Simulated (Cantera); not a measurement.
Input: 1 mol SiH2Cl2, 0.057 mol CH4, 63 mol H2, equilibrated at 2100 K.

Equilibrium computed with Cantera from the NASA thermochemical tables; the gas is ideal and each condensed phase is pure. Candidate condensed phases: C, C6H6, C7H8, C8H18, Si, SiC; 109 gas species. Mutual solubility and eutectic melting of coexisting phases are not modelled. The tables' values for SiCl are old estimates; treat these amounts as uncertain. Gases not in the tables: Si2H6 and higher silanes. Kinetics and transport are ignored.

x: gas mole fraction; n: condensed amount in mol.

| P (Pa) | x H2 | x H | x HCl | x Si | x Cl | x SiCl2 | n SiC(s) | n Si(l) |
|---|---|---|---|---|---|---|---|---|
| 100 | 0.866 | 0.0917 | 0.0263 | 0.0132 | ? | 0.000168 | 0 | 0 |
| 400 | 0.911 | 0.0470 | 0.0269 | 0.0120 | ? | 0.000614 | 0.0105 | 0 |
| 1600 | 0.938 | 0.0239 | 0.0260 | 0.00834 | ? | 0.00154 | 0.0327 | 0.162 |
| 6300 | 0.956 | 0.0121 | 0.0267 | 0.00212 | ? | 0.00160 | 0.0500 | 0.642 |
| 25000 | 0.964 | 0.00612 | 0.0271 | 0.000534 | ? | 0.00163 | 0.0540 | 0.771 |
| 100000 | 0.968 | 0.00306 | 0.0272 | 0.000133 | ? | 0.00164 | 0.0539 | 0.808 |

Problem. What belongs in the gaps?

Solution. 
- 100, x Cl: 0.00205
- 400, x Cl: 0.00102
- 1600, x Cl: 0.000486
- 6300, x Cl: 0.000250
- 25000, x Cl: 0.000126
- 100000, x Cl: 6.34e-5
